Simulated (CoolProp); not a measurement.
Model: reference Helmholtz-energy equation of state, Lemmon 2006, in CoolProp. It is a short technical equation, of lower accuracy than the large ones.

Task: For C2F6 (R116), give the phase and the Z, speed of sound (m/s), Joule-Thomson coefficient (K/MPa), viscosity (µPa s) at 4.15 °C and 2790 kPa; 88.55 °C and 2790 kPa; 151.85 °C and 2790 kPa.

Result: 
- 4.15 °C and 2790 kPa: liquid; Z 0.148, speed of sound 213, Joule-Thomson coefficient 1.10, viscosity 104
- 88.55 °C and 2790 kPa: gas; Z 0.849, speed of sound 135, Joule-Thomson coefficient 5.56, viscosity 19.4
- 151.85 °C and 2790 kPa: gas; Z 0.929, speed of sound 157, Joule-Thomson coefficient 3.30, viscosity 22.1

Viscosity comes from a separate model (Huber 2003), an estimate that may be off by 10 % or more.
